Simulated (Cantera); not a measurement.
Ignition delay

Mixture: 10.5 % CH4, 15.1 % O2, 56.5 % N2, 17.9 % H2O, equivalence ratio 1.4, at 7500 Torr, adiabatic and at constant volume. Ignition delay is the time to a rise of 400 K.

Cantera simulation using GRI-Mech 3.0 (53 species, 325 reactions); the numbers are that mechanism's predictions, not measurements.

```tsv
T0 (K)	delay (ms)
1200	5.90
1250	3.39
1300	2.01
1350	1.22
1400	0.745
1450	0.459
```

* **apparent activation energy between 1350 and 1450 K**: 160 kJ/mol
